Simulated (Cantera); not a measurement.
What does this Cantera script print?

```python
import numpy as np
import cantera as ct

gas = ct.Solution("gri30.yaml")
gas.TPX = 1225, 101325, {'CH4': 1, 'O2': 1.11, 'N2': 4.18}
reactor = ct.IdealGasReactor(gas, energy="on", clone=False)
net = ct.ReactorNet([reactor])
net.rtol, net.atol = 1e-08, 1e-16
show = ['CH4', 'O2', 'H2O', 'H', 'CO2', 'NO2', 'HCO']
times = np.geomspace(6e-06, 1, 14)

steps = ct.SolutionArray(gas, extra=["t"])
rows = []
print(f"{'t/s':>10s}{'T/K':>9s}{'P/Pa':>11s}" + "".join(f"{s:>11s}" for s in show))
for t in times:
    while net.time < t:
        t_next = net.step()
        steps.append(gas.state, t=t_next)
    rows.append([np.interp(t, steps.t, y) for y in (steps.T, steps.P, *steps(*show).X.T)])
    print(f"{t:10.3e}{rows[-1][0]:9.1f}{rows[-1][1]:11.4g}" + "".join(f"{x:11.3e}" for x in rows[-1][2:]))
rate = np.gradient(steps.T, steps.t)
print("integrator steps:", len(steps.t))
if steps.T.max() > steps.T[0] + 200:
    print(f"time of steepest temperature rise: {steps.t[rate.argmax()]:.4e} s")
gas.TPX = 1225, 101325, {'CH4': 1, 'O2': 1.11, 'N2': 4.18}
gas.equilibrate("UV")
print(f"equilibrium (UV): T = {gas.T:.1f} K  " + "  ".join(f"{s} {gas[s].X[0]:.3e}" for s in show))
```

It prints:

```
       t/s      T/K       P/Pa        CH4         O2        H2O          H        CO2        NO2        HCO
 6.000e-06   1225.0  1.013e+05  1.590e-01  1.765e-01  1.474e-10  3.070e-11  2.418e-17  7.268e-28  2.677e-17
 1.513e-05   1225.0  1.013e+05  1.590e-01  1.765e-01  6.262e-10  3.399e-11  3.120e-16  1.750e-26  1.766e-16
 3.815e-05   1225.0  1.013e+05  1.590e-01  1.765e-01  3.238e-09  4.297e-11  4.751e-15  4.244e-25  1.174e-15
 9.620e-05   1225.0  1.013e+05  1.590e-01  1.765e-01  2.162e-08  7.030e-11  8.580e-14  1.194e-23  8.174e-15
 2.426e-04   1225.0  1.013e+05  1.590e-01  1.765e-01  1.783e-07  1.746e-10  1.979e-12  4.081e-22  6.623e-14
 6.117e-04   1225.0  1.013e+05  1.590e-01  1.765e-01  1.607e-06  6.848e-10  6.227e-11  1.580e-20  7.577e-13
 1.543e-03   1225.0  1.013e+05  1.590e-01  1.765e-01  1.281e-05  2.185e-09  1.844e-09  4.691e-19  1.092e-11
 3.890e-03   1225.4  1.014e+05  1.589e-01  1.764e-01  6.293e-05  3.633e-09  1.675e-08  8.627e-18  6.941e-11
 9.808e-03   1226.8  1.015e+05  1.586e-01  1.762e-01  2.580e-04  7.702e-09  9.567e-08  1.710e-16  3.138e-10
 2.473e-02   1236.5  1.023e+05  1.569e-01  1.751e-01  1.611e-03  4.024e-08  1.953e-06  9.094e-15  2.595e-09
 6.237e-02   2680.2  2.551e+05  1.666e-11  9.503e-05  1.438e-01  1.175e-02  2.034e-02  1.428e-08  3.905e-07
 1.573e-01   2680.2  2.551e+05  1.666e-11  9.503e-05  1.438e-01  1.175e-02  2.034e-02  1.428e-08  3.905e-07
 3.966e-01   2680.2  2.551e+05  1.666e-11  9.503e-05  1.438e-01  1.175e-02  2.034e-02  1.428e-08  3.905e-07
 1.000e+00   2680.2  2.551e+05  1.666e-11  9.503e-05  1.438e-01  1.175e-02  2.034e-02  1.428e-08  3.905e-07
integrator steps: 2370
time of steepest temperature rise: 4.1389e-02 s
equilibrium (UV): T = 2680.2 K  CH4 1.883e-11  O2 9.503e-05  H2O 1.438e-01  H 1.175e-02  CO2 2.034e-02  NO2 1.428e-08  HCO 3.905e-07
```

Detailed kinetics in Cantera: GRI-Mech 3.0 (53 species, 325 reactions).
